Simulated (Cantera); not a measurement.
Charge: 1 mol CO, 0.11 mol CO₂, 92 mol H₂, equilibrated at 2148.15 K and 4.70 bar.

Cantera equilibrium calculation (NASA polynomials, part measured and part estimated; ideal gas, pure solids and liquids). Candidate condensed phases: C, C₆H₆, C₇H₈, C₈H₁₈, H₂O; 110 gas species. Equilibrium is a limit: real reactors are often held back by kinetics, nucleation or transport.

### Question
What is the equilibrium state?

### Answer
* **x(H₂)**: 0.985
* **x(CO)**: 0.0119
* **x(H)**: 0.00191
* **x(H₂O)**: 0.00118
* **x(CH₄)**: 4.25e-6
* **x(CO₂)**: 2.80e-6
* **gas amount**: 93.20 mol
* **log10 activity of C(graphite) (absent)**: -2.50
